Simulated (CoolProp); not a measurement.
The fluid at 293.15 K and 0.0756 MPa is compressed adiabatically to 0.157 MPa with isentropic efficiency 0.6. The same conditions are run with several fluids, on thermodynamics alone (safety and materials aside).

Model: reference Helmholtz-energy equation of state of each fluid (neopentane: Lemmon 2006; R404A: Lemmon 2003; carbon dioxide: Span 1996; C3F8 (R218): Lemmon 2006; ammonia: Gao 2020), in CoolProp. Blends and air are pseudo-pure fits.

Q: Rank neopentane, R404A, carbon dioxide, C3F8 (R218), ammonia by work (kJ/kg), highest first.

A: ammonia (188), carbon dioxide (72.9), neopentane (40.6), R404A (31.0), C3F8 (R218) (15.8)

```
fluid           final temperature (K)  final density (kg/m³)
--------------  ---------------------  ---------------------
neopentane                      318.2                   4.49
R404A                           328.9                   5.71
carbon dioxide                  376.2                   2.22
C3F8 (R218)                     313.7                   11.6
ammonia                         380.3                  0.851
```
